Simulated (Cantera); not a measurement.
A Cantera script and what it prints.

```python
import numpy as np
import cantera as ct

gas_names = """
    C CH CH2 CH3 CH4 C2 C2H C2H2,acetylene C2H2,vinylidene C2H3,vinyl C2H4 C2H5 C2H6 C3 C3H3,propargyl
    C3H4,allene C3H4,propyne C3H4,cyclo- C3H5,allyl C3H6,propylene C3H6,cyclo- C3H7,n-propyl
    C3H7,i-propyl C3H8 C4 C4H2 C4H4,1,3-cyclo- C4H6,butadiene C4H6,2-butyne C4H6,cyclo- C4H8,1-butene
    C4H8,cis2-buten C4H8,tr2-butene C4H8,isobutene C4H8,cyclo- C4H9,n-butyl C4H9,i-butyl C4H9,s-butyl
    C4H9,t-butyl C4H10,isobutane C4H10,n-butane C5 C5H6,1,3cyclo- C5H8,cyclo- C5H10,1-pentene
    C5H10,cyclo- C5H11,pentyl C5H11,t-pentyl C5H12,n-pentane C5H12,i-pentane CH3C(CH3)2CH3 C6H2
    C6H5,phenyl C6H6 C6H10,cyclo- C6H12,1-hexene C6H12,cyclo- C6H13,n-hexyl C7H7,benzyl C7H8
    C7H14,1-heptene C7H15,n-heptyl C7H16,n-heptane C8H8,styrene C8H10,ethylbenz C8H16,1-octene
    C8H17,n-octyl C8H18,isooctane C8H18,n-octane C9H19,n-nonyl C10H8,naphthale C10H21,n-decyl
    C12H9,o-bipheny C12H10,bipheny H H2
""".split()
cond_names = """
    C(gr) C6H6(L) C7H8(L) C8H18(L),n-octa
""".split()


def load(file, names, dense=False):
    # The tables refer to 1 bar. Condensed volumes are neglected.
    table = {s.name: s for s in ct.Species.list_from_file(file)}
    out = []
    for n in names:
        d = dict(table[n].input_data)
        d["thermo"] = dict(d["thermo"], **{"reference-pressure": 1e5})
        if dense:
            d["equation-of-state"] = {"model": "constant-volume", "density": "1e6 g/cm^3"}
        out.append(ct.Species.from_dict(d))
    return out


gas = ct.Solution(thermo="ideal-gas", species=load("nasa_gas.yaml", gas_names))
cond = {s.name: ct.Solution(thermo="fixed-stoichiometry", species=[s], name=s.name)
        for s in load("nasa_condensed.yaml", cond_names, dense=True)}
atoms = {
    'C2H4': {'C': 2, 'H': 4},
    'H2': {'H': 2},
}
top_T = {'C(gr)': 4500}  # K; cautious upper limits of use, not melting points


def equilibrate(T, P, feed):
    n = {}
    for name, mol in feed.items():
        for a, k in atoms[name].items():
            n[a] = n.get(a, 0.0) + k * mol
    gas.TPX = T, P, n
    mass = sum(n.values()) * gas.mean_molecular_weight
    gas.equilibrate("TP")
    valid = [c for c in cond.values() if c.min_temp <= T <= top_T.get(c.name, c.max_temp)]
    mix = ct.Mixture([(gas, mass / gas.mean_molecular_weight)] + [(c, 0.0) for c in valid])
    mix.T, mix.P = T, P
    mix.equilibrate("TP", solver="vcs", rtol=1e-11, max_steps=5000)
    return mix


results = []
feed = {'C2H4': 1, 'H2': 12}  # mol
T = 1073  # K
P = 2600  # Pa
mix = equilibrate(T, P, feed)
results.append((T, P, feed, dict(zip(mix.species_names, mix.species_moles))))
x = sorted(zip(gas.X, gas.species_names), reverse=True)
print(f"T = {T:g} K  P = {P:g} Pa  gas = {mix.phase_moles(0):.4g} mol")
print("   x: " + "  ".join(f"{s} {v:.3e}" for v, s in x if v > 0.0001))
print("   condensed (mol): " + ("  ".join(f"{mix.phase(i).name} {mix.phase_moles(i):.4g}"
      for i in range(1, mix.n_phases) if mix.phase_moles(i) > 1e-12) or "none"))
```

Result:

```
T = 1073 K  P = 2600 Pa  gas = 13.98 mol
   x: H2 9.988e-01  CH4 1.192e-03
   condensed (mol): C(gr) 1.983
```

Equilibrium computed with Cantera from the NASA thermochemical tables; the gas is ideal and each condensed phase is pure.
